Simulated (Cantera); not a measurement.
An adiabatic, constant-pressure homogeneous reactor starts with C3H8 : O2 : N2 : CO2 = 1 : 9.62 : 36.2 : 0.26 (molar parts), at 1350 K and 0.860 bar.

Model: GRI-Mech 3.0 (53 species, 325 reactions), integrated in Cantera. GRI-Mech 3.0 was tuned for natural gas; its chemistry of propane as a main component is partial and can be far from experiment.

Question: Predict: time of steepest temperature rise; temperature at 4.00 s; equilibrium temperature; x(O2) at 4.00 s; x(NO2) at 4.00 s; x(HO2) at 4.00 s.

Answer: 
```
Item                                                                Result
---------------------------------  ---------------------------------------
time of steepest temperature rise                                 0.454 ms
temperature at 4.00 s                                               2352 K
equilibrium temperature                                             2352 K
x(O2) at 4.00 s                      0.0896 (gas-phase equilibrium 0.0896)
x(NO2) at 4.00 s                   7.04e-6 (gas-phase equilibrium 7.04e-6)
x(HO2) at 4.00 s                   4.27e-6 (gas-phase equilibrium 4.27e-6)
```
